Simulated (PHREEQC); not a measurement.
A solution holds 31 mmol/kgw HNO3, 0.83 mmol/kgw ZnSO4 and 0.22 mmol/kgw MnSO4, at 49 °C. Closed to the air; pH follows from the charge balance.

Model: ion-association model, phreeqc.dat, run in PHREEQC.

```csv
quantity,before,after
pH,1.58,1.58
HSO4- (mol/kgw),0.000750,0.000827
SO4-2 (mol/kgw),0.000280,0.000207
MnSO4 (mol/kgw),4.20e-6,3.83e-6
Mn(NO3)2 (mol/kgw),2.75e-7,2.59e-7
```

Task: What was changed between the two runs?
A) diluted 10-fold with water
B) HNO3 from 0.031 to 0.0155 mol/kgw
C) ZnSO4 replaced by CaSO4 at the same molality
D) temperature from 49 to 65 °C
E) 0.00061 mol/kgw H2SO4 added

Result: D, temperature from 49 to 65 °C

Precipitation was switched off in this run. Constants without temperature data keep their 25 °C values here.
